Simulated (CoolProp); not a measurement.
Vapour-liquid equilibrium of propane (1) + isobutane (2) at 1.03 MPa; x and y are mole fractions of (1).

Model: multi-fluid Helmholtz-energy mixture model, Lemmon 2009 and Bücker 2006; pair parameters Kunz 2012, in CoolProp.

| x | bubble temperature (K) | y at the bubble point | dew temperature at overall composition x (K) | liquid density (mol/L) |
|---|---|---|---|---|
| 0.05 | ? | ? | 339.2 | ? |
| 0.2 | 330.7 | 0.326 | 334.7 | 8.950 |
| 0.35 | ? | 0.516 | 329.9 | 9.328 |
| 0.5 | ? | ? | 324.7 | 9.712 |
| 0.65 | 312.6 | 0.795 | 318.9 | 10.10 |
| 0.8 | 307.5 | 0.896 | 312.3 | 10.51 |
| 0.95 | 302.7 | 0.977 | 304.4 | ? |

What belongs in the gaps?


- 0.05, bubble temperature (K): 338.0
- 0.05, y at the bubble point: 0.091
- 0.05, liquid density (mol/L): 8.574
- 0.35, bubble temperature (K): 324.1
- 0.5, bubble temperature (K): 318.1
- 0.5, y at the bubble point: 0.670
- 0.95, liquid density (mol/L): 10.92

No azeotrope shows between x = 0.05 and 0.95.

The pair parameters rest on a limited set of measurements; away from them the model extrapolates.
